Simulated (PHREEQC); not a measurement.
# Polishing slurry liquid (model solution)

A solution holds 18 mmol/kgw H2SO4, 1.4 mmol/kgw KNO3 and 0.0099 mmol/kgw CO2, at 15 °C. Closed to the air; pH follows from the charge balance.

Computed with PHREEQC (ion-association model, phreeqc.dat).

The pH comes out as 1.64 and the ionic strength is 0.0365 mol/kgw. The specific conductance comes out as 7760 µS/cm and the total alkalinity is -36.0 meq/kg.

```json
[
 {"species": "H+", "molality": "0.0266", "activity": "0.0231", "log γ": "-0.061"},
 {"species": "HSO4-", "molality": "0.00941", "activity": "0.00792", "log γ": "-0.075"},
 {"species": "SO4-2", "molality": "0.00855", "activity": "0.00435", "log γ": "-0.294"},
 {"species": "NO3-", "molality": "0.00140", "activity": "0.00116", "log γ": "-0.081"},
 {"species": "K+", "molality": "0.00137", "activity": "0.00114", "log γ": "-0.078"},
 {"species": "KSO4-", "molality": "3.43e-5", "activity": "2.91e-5", "log γ": "-0.072"},
 {"species": "CO2", "molality": "9.90e-6", "activity": "9.98e-6", "log γ": "0.004"}
]
```

Precipitation was switched off in this run.
